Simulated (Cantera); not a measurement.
An isothermal, constant-pressure homogeneous reactor starts with 9.78 % H₂, 6.52 % O₂, 78.2 % N₂, 5.48 % H₂O, equivalence ratio 0.75, at 1375 K and 0.380 bar.

Detailed kinetics in Cantera: GRI-Mech 3.0 (53 species, 325 reactions). The temperature is held fixed by assumption; the heat of reaction is taken as removed at once.

One state of this run: x H₂ = 7.06e-7; x O₂ = 0.0171; x NO₂ = 1.61e-8; x NO = 1.16e-5; x N₂O = 3.11e-8; x H₂O = 0.160; x HO₂ = 1.15e-8. x: mole fraction; the columns are a selection and need not sum to one.

**Question.** Which value of t (s) does it belong to?
A. 0.534
B. 0.0142
C. 0.0475
D. 6.00

**Answer.** A, 0.534
